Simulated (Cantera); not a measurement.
A perfectly stirred reactor is fed with NH₃ : H₂ = 1 : 0.45 (molar parts), at 53.3 Torr; it is held at 1600 K, and followed from long to short residence time.

Model: the gas-phase N/H chemistry of the illustrative SiF4/NH3 mechanism in the Surface Chemkin manual (1991), integrated in Cantera. Walls and surfaces, which speed up NH3 decomposition in real reactors, are not modelled.

**Question.** Predict: x(NH₃) at τ = 2.20 s; x(H₂) at τ = 2.20 s; x(NH₂) at τ = 2.20 s; x(N₂H₂) at τ = 2.20 s; x(N₂) at τ = 2.20 s; x(NH₃) at τ = 0.140 s; x(H₂) at τ = 0.140 s; x(NH₂) at τ = 0.140 s; x(N₂H₂) at τ = 0.140 s; x(N₂) at τ = 0.140 s.

**Answer.** 
- x(NH₃) at τ = 2.20 s: 0.654
- x(H₂) at τ = 2.20 s: 0.336
- x(NH₂) at τ = 2.20 s: 0.000108
- x(N₂H₂) at τ = 2.20 s: 7.66e-7
- x(N₂) at τ = 2.20 s: 0.0106
- x(NH₃) at τ = 0.140 s: 0.687
- x(H₂) at τ = 0.140 s: 0.312
- x(NH₂) at τ = 0.140 s: 0.000104
- x(N₂H₂) at τ = 0.140 s: 7.18e-7
- x(N₂) at τ = 0.140 s: 0.000608
